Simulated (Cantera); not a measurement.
A perfectly stirred reactor is fed with CO : H2 : O2 : N2 : H2O = 1 : 0.042 : 0.599 : 2.25 : 0.31 (molar parts), equivalence ratio 0.87, at 0.247 atm; it is adiabatic with a 725 K inlet, and is followed from long to short residence time, starting on the burning branch (τ in s: 0.059, 0.018, 0.0055, 0.0017, 0.00051, 0.00016, 4.8e-05, 1.5e-05, 4.5e-06).

Computed with Cantera and GRI-Mech 3.0 (53 species, 325 reactions).

One state of this run: T (K) = 1418; x CO = 0.111; x H2 = 0.00722; x O2 = 0.0752; x NO = 1.32e-5; x N2O = 3.28e-8; x H2O2 = 6.30e-7. x: mole fraction; the columns are a selection and need not sum to one.

**Question.** Which value of τ (s) does it belong to?
(A) 0.00051
(B) 0.0017
(C) 0.018
(D) 4.8e-5

**Answer.** A, 0.00051
